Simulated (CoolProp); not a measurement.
Vapour-liquid equilibrium of benzene (1) + n-decane (2) at 338.4 K; x and y are mole fractions of (1).

Computed with CoolProp (multi-fluid Helmholtz-energy mixture model, Thol 2012 and Lemmon 2006; pair parameters Bell 2016).

Problem. Give the bubble pressure and the first vapour's composition at x = 0.125, 0.275, 0.8. Is there an azeotrope?

Solution. x = 0.125: 10.78 kPa, y = 0.836; x = 0.275: 21.24 kPa, y = 0.930; x = 0.8: 51.20 kPa, y = 0.990. No azeotrope shows between x = 0.05 and 0.95.

Pair parameters are fitted to limited data, so mixtures are less certain than the pure fluids.
